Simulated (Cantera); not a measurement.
An isothermal, constant-pressure homogeneous reactor starts with C₂H₄ : H₂ = 1 : 16 (molar parts), at 1000 K and 10.00 Torr. Integrator tolerance rtol = 1e-08.

Cantera simulation using GRI-Mech 3.0 (53 species, 325 reactions); the numbers are that mechanism's predictions, not measurements. GRI-Mech 3.0 was tuned for natural gas; its chemistry of ethylene as a main component is partial and can be far from experiment. GRI-Mech 3.0 stops at C3 and has no aromatics, soot or wall deposition, so with more carbon than oxygen in the feed, carbon stays in small species such as C2H2 where larger ones or solid carbon would form. Radical loss at walls, strong at low pressure, is not modelled.

**Question.** What does this change do: pressure from 10.00 Torr to 39.0 Torr?

**Answer.** 
| quantity | before | after |
|---|---|---|
| x(C₂H₄) at 300 s | 0.0487 (gas-phase equilibrium 0.000100) | 0.0353 (gas-phase equilibrium 2.58e-5) |
| x(H₂) at 300 s | 0.937 (gas-phase equilibrium 0.875) | 0.921 (gas-phase equilibrium 0.875) |
| x(CH₄) at 300 s | 0.00797 (gas-phase equilibrium 0.125) | 0.0376 (gas-phase equilibrium 0.125) |
| x(H) at 300 s | 6.70e-7 (gas-phase equilibrium 1.85e-8) | 3.43e-7 (gas-phase equilibrium 9.37e-9) |
| x(CH₃) at 300 s | 1.13e-7 (gas-phase equilibrium 4.56e-8) | 2.54e-7 (gas-phase equilibrium 2.31e-8) |
| x(CH₂) at 300 s | <1e-12 (gas-phase equilibrium <1e-12) | <1e-12 (gas-phase equilibrium <1e-12) |
| x(C₂H) at 300 s | <1e-12 (gas-phase equilibrium <1e-12) | <1e-12 (gas-phase equilibrium <1e-12) |

**Question.** What does this change do: temperature 1000 to 1325 K?

**Answer.** 
```csv
quantity,before,after
x(C₂H₄) at 300 s,0.0487 (gas-phase equilibrium 0.000100),0.00136 (gas-phase equilibrium 0.00118)
x(H₂) at 300 s,0.937 (gas-phase equilibrium 0.875),0.943 (gas-phase equilibrium 0.934)
x(CH₄) at 300 s,0.00797 (gas-phase equilibrium 0.125),0.00217 (gas-phase equilibrium 0.0186)
x(H) at 300 s,6.70e-7 (gas-phase equilibrium 1.85e-8),1.64e-5 (gas-phase equilibrium 1.38e-5)
x(CH₃) at 300 s,1.13e-7 (gas-phase equilibrium 4.56e-8),7.47e-7 (gas-phase equilibrium 5.42e-6)
x(CH₂) at 300 s,<1e-12 (gas-phase equilibrium <1e-12),8.72e-12 (gas-phase equilibrium 5.11e-11)
x(C₂H) at 300 s,<1e-12 (gas-phase equilibrium <1e-12),5.11e-10 (gas-phase equilibrium 3.74e-10)
```
